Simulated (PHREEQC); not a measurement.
Consider water at 25 °C with 0.028 mol/kgw NH4HF2, 0.0005 mol/kgw H2SiF6 and 0.11 mol/kgw H3PO4. Closed to the air; pH follows from the charge balance.

Equilibrium calculation in PHREEQC: ion-association model, phreeqc.dat.

The ionic strength comes out as 0.0452 mol/kgw. What activity coefficients do HF2-, SiF6-2, F-, H+, NH4+ get?

HF2- 0.83, SiF6-2 0.48, F- 0.82, H+ 0.86, NH4+ 0.81.

Precipitation was switched off in this run. Species that the database lacks are ignored. SiF6-2 is the database's only silicon fluoride.
